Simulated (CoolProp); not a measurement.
Carbon dioxide along the isobar 11 MPa: Z from the reference equation and from simpler models built on Tc = 304.1 K, pc = 7.377 MPa, ω = 0.224; each cubic takes its own stable root.

Computed with CoolProp (reference Helmholtz-energy equation of state, Span 1996).

```json
[
 {"T (K)": "294.8", "phase": "liquid", "reference": "0.2306", "van der Waals": "0.3382", "Redlich-Kwong": "0.2690", "Soave-Redlich-Kwong": "0.2650", "Peng-Robinson": "0.2370"},
 {"T (K)": "299.9", "phase": "liquid", "reference": "0.2370", "van der Waals": "0.3425", "Redlich-Kwong": "0.2778", "Soave-Redlich-Kwong": "0.2755", "Peng-Robinson": "0.2474"},
 {"T (K)": "304.9", "phase": "supercritical", "reference": "0.2460", "van der Waals": "0.3482", "Redlich-Kwong": "0.2890", "Soave-Redlich-Kwong": "0.2895", "Peng-Robinson": "(withheld)"},
 {"T (K)": "309.9", "phase": "supercritical", "reference": "0.2593", "van der Waals": "0.3556", "Redlich-Kwong": "0.3038", "Soave-Redlich-Kwong": "0.3089", "Peng-Robinson": "0.2806"},
 {"T (K)": "315", "phase": "supercritical", "reference": "0.2815", "van der Waals": "0.3655", "Redlich-Kwong": "0.3247", "Soave-Redlich-Kwong": "0.3380", "Peng-Robinson": "0.3100"},
 {"T (K)": "320", "phase": "supercritical", "reference": "0.3207", "van der Waals": "0.3785", "Redlich-Kwong": "0.3537", "Soave-Redlich-Kwong": "0.3804", "Peng-Robinson": "0.3530"},
 {"T (K)": "325", "phase": "supercritical", "reference": "0.3839", "van der Waals": "0.3961", "Redlich-Kwong": "0.3940", "Soave-Redlich-Kwong": "0.4366", "Peng-Robinson": "0.4087"},
 {"T (K)": "330.1", "phase": "supercritical", "reference": "0.4529", "van der Waals": "0.4204", "Redlich-Kwong": "0.4437", "Soave-Redlich-Kwong": "0.4952", "Peng-Robinson": "0.4657"},
 {"T (K)": "335.1", "phase": "supercritical", "reference": "0.5088", "van der Waals": "0.4515", "Redlich-Kwong": "0.4918", "Soave-Redlich-Kwong": "0.5448", "Peng-Robinson": "(withheld)"},
 {"T (K)": "340.2", "phase": "supercritical", "reference": "0.5549", "van der Waals": "0.4886", "Redlich-Kwong": "0.5348", "Soave-Redlich-Kwong": "0.5870", "Peng-Robinson": "0.5550"},
 {"T (K)": "345.2", "phase": "supercritical", "reference": "(withheld)", "van der Waals": "0.5252", "Redlich-Kwong": "0.5707", "Soave-Redlich-Kwong": "0.6221", "Peng-Robinson": "(withheld)"},
 {"T (K)": "350.2", "phase": "supercritical", "reference": "0.6239", "van der Waals": "0.5588", "Redlich-Kwong": "0.6016", "Soave-Redlich-Kwong": "0.6523", "Peng-Robinson": "0.6194"},
 {"T (K)": "355.3", "phase": "supercritical", "reference": "0.6520", "van der Waals": "0.5890", "Redlich-Kwong": "0.6291", "Soave-Redlich-Kwong": "0.6793", "Peng-Robinson": "0.6462"},
 {"T (K)": "360.3", "phase": "supercritical", "reference": "0.6762", "van der Waals": "0.6150", "Redlich-Kwong": "0.6529", "Soave-Redlich-Kwong": "0.7028", "Peng-Robinson": "0.6697"}
]
```

Task: What belongs in the gaps?

Result: 
- 304.9, Peng-Robinson: 0.2612
- 335.1, Peng-Robinson: 0.5138
- 345.2, reference: 0.5922
- 345.2, Peng-Robinson: 0.5895
